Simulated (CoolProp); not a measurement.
Computed with CoolProp (reference Helmholtz-energy equation of state, Platzer 1990). This equation is an older, rougher fit; its heat capacities, sound speeds and derivatives of the liquid may be far off and weren't checked against measurements.

Problem. Give the vapour pressure (bar), vapour density (kg/m³), liquid viscosity (µPa s), vapour viscosity (µPa s) of saturated CF4 (R14) at 144.7, 150.6 K.

Solution. 
```csv
T (K),p (bar),vapour density (kg/m³),liquid viscosity (µPa s),vapour viscosity (µPa s)
144.7,0.985,7.46,235,8.70
150.6,1.47,10.8,212,9.12
```

Viscosity comes from a separate model (Huber 2003), an estimate that may be off by 10 % or more.
